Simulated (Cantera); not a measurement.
Input: 1 mol Fe, 30 mol CO, 3.6 mol H2, 0.31 mol CO2, equilibrated at 94.0 Pa.

Method: chemical equilibrium by Gibbs-energy minimisation in Cantera with the NASA 1993 tables (ideal gas, pure condensed phases). Candidate condensed phases: C, C6H6, C7H8, C8H18, Fe, Fe(CO)5, FeO, Fe(OH)2, Fe(OH)3, Fe2O3, Fe3O4, H2O; 114 gas species. Kinetics and transport are ignored.

x: gas mole fraction; n: condensed amount in mol.

| T (°C) | x CO | x H2 | x Fe | x CO2 | x H | n Fe(α) | n Fe(γ) | n Fe(δ) |
|---|---|---|---|---|---|---|---|---|
| 652 | 0.885 | 0.106 | <1e-12 | 0.00863 | 2.76e-9 | 1.00 | 0 | 0 |
| 727 | 0.885 | 0.105 | 1.58e-11 | 0.00844 | 2.40e-8 | 1.00 | 0 | 0 |
| 802 | 0.886 | 0.105 | 4.80e-10 | 0.00823 | 1.55e-7 | 1.00 | 0 | 0 |
| 877 | 0.886 | 0.105 | 9.14e-9 | 0.00801 | 7.89e-7 | 1.00 | 0 | 0 |
| 952 | 0.886 | 0.105 | 1.20e-7 | 0.00779 | 3.29e-6 | 0 | 1.000 | 0 |
| 1027 | 0.886 | 0.105 | 1.16e-6 | 0.00757 | 1.17e-5 | 0 | 1.000 | 0 |
| 1102 | 0.886 | 0.104 | 8.74e-6 | 0.00735 | 3.61e-5 | 0 | 1.000 | 0 |
| 1177 | 0.887 | 0.104 | 5.31e-5 | 0.00715 | 9.95e-5 | 0 | 0.998 | 0 |
| 1252 | 0.887 | 0.104 | … | 0.00695 | … | 0 | 0.991 | 0 |
| 1327 | 0.886 | 0.103 | 0.00117 | 0.00676 | 0.000570 | 0 | 0.960 | 0 |
| 1402 | 0.883 | 0.102 | 0.00442 | 0.00657 | 0.00121 | 0 | 0 | 0.849 |
| 1477 | 0.873 | 0.101 | 0.0148 | 0.00634 | 0.00241 | 0 | 0 | 0.489 |
| 1552 | 0.860 | 0.0979 | 0.0286 | 0.00611 | … | 0 | 0 | 0 |
| 1627 | 0.859 | 0.0959 | 0.0285 | 0.00599 | 0.00801 | 0 | 0 | 0 |

**Question.** What belongs in the gaps?

**Answer.** 
- 1552, x H: 0.00449
- 1252, x Fe: 0.000269
- 1252, x H: 0.000249
